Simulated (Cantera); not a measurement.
## Fluorocarbon and chlorocarbon gases: CH3Cl + H2

Input: 1 mol CH3Cl, 0.049 mol H2, equilibrated at 2850 K and 10.5 Torr.

These are equilibrium values from Cantera (NASA tables, ideal gas, pure condensed phases), not measurements of a reactor. Candidate condensed phases: C, C6H6, C7H8, C8H18; 91 gas species. Kinetics and transport are ignored.

- x(H) = 0.402
- x(H2) = 0.239
- x(Cl) = 0.183
- x(HCl) = 0.159
- x(C2H2 (acetylene)) = 0.00939
- x(C3) = 0.00413
- x(C2H) = 0.00216
- x(C) = 0.000805
- x(C2) = 0.000407
- n(C(graphite)) = 0.888 mol
- gas amount = 2.923 mol
